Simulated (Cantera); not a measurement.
Charge: 1 mol HCl, 0.017 mol O2, 12 mol N2, equilibrated at 2425 K and 75.0 Torr.

Method: chemical equilibrium by Gibbs-energy minimisation in Cantera with the NASA 1993 tables (ideal gas, pure condensed phases). Candidate condensed phases: H2O, NH4Cl; 29 gas species. Equilibrium is a limit: real reactors are often held back by kinetics, nucleation or transport.

Base state: N2 0.909, HCl 0.0517, Cl 0.0241, H2 0.00746, H 0.00489, H2O 0.00202, OH 0.000252, NO 0.000165 (mole fractions); condensed: gas only.

**Question.** What changes in the equilibrium state with this change: temperature from 2425 K to 1298 K?

**Answer.** 
| species | before | after |
|---|---|---|
| N2 | 0.909 | 0.922 |
| HCl | 0.0517 | 0.0732 |
| H2O | 0.00202 | 0.00184 |
| Cl | 0.0241 | 0.00132 |
| H | 0.00489 | <1e-9 |
| H2 | 0.00746 | 2.50e-8 |

**Question.** What changes in the equilibrium state with this change: O2 from 0.017 to 1.4 mol?

**Answer.** 
| species | before | after |
|---|---|---|
| N2 | 0.909 | 0.813 |
| O2 | 1.23e-5 | 0.0742 |
| Cl | 0.0241 | 0.0406 |
| HCl | 0.0517 | 0.0275 |
| NO | 0.000165 | 0.0121 |
| H2O | 0.00202 | 0.0157 |
| ClO | 3.09e-7 | 4.04e-5 |
| O | 0.000110 | 0.00853 |
| OH | 0.000252 | 0.00618 |
